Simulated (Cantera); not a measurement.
An adiabatic, constant-volume homogeneous reactor starts with C3H8 : O2 : N2 = 1 : 12.2 : 45.9 (molar parts), equivalence ratio 0.41, at 1298 K and 101000 Pa. Integrator tolerance rtol = 1e-08.

Model: GRI-Mech 3.0 (53 species, 325 reactions), integrated in Cantera. GRI-Mech 3.0 was tuned for natural gas; its chemistry of propane as a main component is partial and can be far from experiment.

What does this change do: pressure from 101000 Pa to 38000 Pa?


| quantity | before | after |
|---|---|---|
| time of steepest temperature rise | 0.843 ms | 1.34 ms |
| temperature at 2.00 s | 2356 K | 2336 K |
| equilibrium temperature | 2356 K | 2336 K |
| x(C3H8) at 2.00 s | <1e-12 (gas-phase equilibrium <1e-12) | <1e-12 (gas-phase equilibrium <1e-12) |
| x(O2) at 2.00 s | 0.112 (gas-phase equilibrium 0.112) | 0.112 (gas-phase equilibrium 0.112) |
| x(CH4) at 2.00 s | <1e-12 (gas-phase equilibrium <1e-12) | <1e-12 (gas-phase equilibrium <1e-12) |
| x(CH2CO) at 2.00 s | <1e-12 (gas-phase equilibrium <1e-12) | <1e-12 (gas-phase equilibrium <1e-12) |
| x(HCO) at 2.00 s | 1.07e-10 (gas-phase equilibrium 1.07e-10) | 1.06e-10 (gas-phase equilibrium 1.06e-10) |
| x(C2H4) at 2.00 s | <1e-12 (gas-phase equilibrium <1e-12) | <1e-12 (gas-phase equilibrium <1e-12) |
| x(NO2) at 2.00 s | 1.31e-5 (gas-phase equilibrium 1.31e-5) | 7.89e-6 (gas-phase equilibrium 7.89e-6) |

What does this change do: initial temperature 1298 to 1575 K?


```json
[
 {"quantity": "time of steepest temperature rise", "before": "0.843 ms", "after": "36.9 µs"},
 {"quantity": "temperature at 2.00 s", "before": "2356 K", "after": "2527 K"},
 {"quantity": "equilibrium temperature", "before": "2356 K", "after": "2527 K"},
 {"quantity": "x(C3H8) at 2.00 s", "before": "<1e-12 (gas-phase equilibrium <1e-12)", "after": "<1e-12 (gas-phase equilibrium <1e-12)"},
 {"quantity": "x(O2) at 2.00 s", "before": "0.112 (gas-phase equilibrium 0.112)", "after": "0.109 (gas-phase equilibrium 0.109)"},
 {"quantity": "x(CH4) at 2.00 s", "before": "<1e-12 (gas-phase equilibrium <1e-12)", "after": "<1e-12 (gas-phase equilibrium <1e-12)"},
 {"quantity": "x(CH2CO) at 2.00 s", "before": "<1e-12 (gas-phase equilibrium <1e-12)", "after": "<1e-12 (gas-phase equilibrium <1e-12)"},
 {"quantity": "x(HCO) at 2.00 s", "before": "1.07e-10 (gas-phase equilibrium 1.07e-10)", "after": "7.02e-10 (gas-phase equilibrium 7.02e-10)"},
 {"quantity": "x(C2H4) at 2.00 s", "before": "<1e-12 (gas-phase equilibrium <1e-12)", "after": "<1e-12 (gas-phase equilibrium <1e-12)"},
 {"quantity": "x(NO2) at 2.00 s", "before": "1.31e-5 (gas-phase equilibrium 1.31e-5)", "after": "1.36e-5 (gas-phase equilibrium 1.36e-5)"}
]
```
